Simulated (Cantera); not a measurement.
A closed system holds: 1 mol Fe(CO)₅, 0.11 mol N₂, at 1600 K and 3.10 mbar.

These are equilibrium values from Cantera (NASA tables, ideal gas, pure condensed phases), not measurements of a reactor. Candidate condensed phases: C, Fe, Fe(CO)₅, FeO, Fe₂O₃, Fe₃O₄; 27 gas species. Rates play no part.

Base state: CO 0.978, N₂ 0.0215, Fe 0.000354 (mole fractions); condensed: Fe(γ).

### Question
What changes in the equilibrium state with this change: Fe(CO)₅ replaced by HgO?

### Answer
| species | before | after |
|---|---|---|
| Hg | 0 | 0.621 |
| O₂ | <1e-9 | 0.310 |
| N₂ | 0.0215 | 0.0680 |
| CO | 0.978 | 0 |
| Fe | 0.000354 | 0 |
| NO | <1e-9 | 0.000691 |
| O | <1e-9 | 0.000145 |
| Fe(γ), mol | 0.998 | 0 |
Further candidate phases: Hg, HgO.
